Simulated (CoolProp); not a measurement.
Vapour-liquid equilibrium of n-heptane (1) + n-dodecane (2) at 390.9 K; x and y are mole fractions of (1).

Model: multi-fluid Helmholtz-energy mixture model, Span 2003 and Lemmon 2004; pair parameters Bell 2016, in CoolProp.

Task: Give the bubble pressure and the first vapour's composition at x = 0.05, 0.5, 0.8. Is there an azeotrope?

Result: x = 0.05: 0.01192 MPa, y = 0.640; x = 0.5: 0.08765 MPa, y = 0.972; x = 0.8: 0.1383 MPa, y = 0.992. No azeotrope shows between x = 0.05 and 0.95.

Pair parameters are fitted to limited data, so mixtures are less certain than the pure fluids.
